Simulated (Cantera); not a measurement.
Charge: 1 mol SiO2, 1 mol HCl, 5.8 mol H2, equilibrated at 40.5 Torr.

These are equilibrium values from Cantera (NASA tables, ideal gas, pure condensed phases), not measurements of a reactor. Candidate condensed phases: H2O, Si, SiO2; 30 gas species. The tables hold silica as quartz up to 1696 K and as liquid above; real silica turns to tridymite and cristobalite and melts near 1996 K. Rates play no part.

**Question.** At 1275 °C, list the 7 most abundant gas species with their mole fractions, and the condensed phases.

**Answer.** H2 0.852, HCl 0.147, H2O 0.000340, SiO 0.000305, H 0.000122, Cl 1.68e-5, SiCl2 1.57e-5. Condensed: SiO2(β-quartz).
